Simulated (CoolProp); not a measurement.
A simple Rankine cycle with R227EA: condensing at 315.15 K, boiler at 2.48 MPa, turbine inlet 381.9 K, turbine efficiency 0.6, pump efficiency 0.7, no recuperator. Each further row changes one setting.

Values from CoolProp's reference Helmholtz-energy equation of state, Lemmon 2016.

| case | thermal efficiency (%) | net work (kJ/kg) | heat in (kJ/kg) | turbine exit temperature (K) | volume ratio over the turbine |
|---|---|---|---|---|---|
| as stated | 5.6 | 7.97 | 143 | ___ | 4.19 |
| turbine inlet 401.9 K | 5.6 | 9.34 | 167 | 374.6 | 3.85 |
| condensing temperature 307.15 K | 6.4 | 9.83 | 153 | 346.5 | 5.31 |
| boiler pressure 1.74 MPa | 4.3 | ___ | 154 | 363.6 | 2.57 |
| turbine efficiency 0.5 | ___ | ___ | 143 | 352.1 | 4.23 |

Q: Some entries are withheld; supply them.

A: 
- as stated, turbine exit temperature (K): 350.4
- boiler pressure 1.74 MPa, net work (kJ/kg): 6.67
- turbine efficiency 0.5, thermal efficiency (%): 4.4
- turbine efficiency 0.5, net work (kJ/kg): 6.33
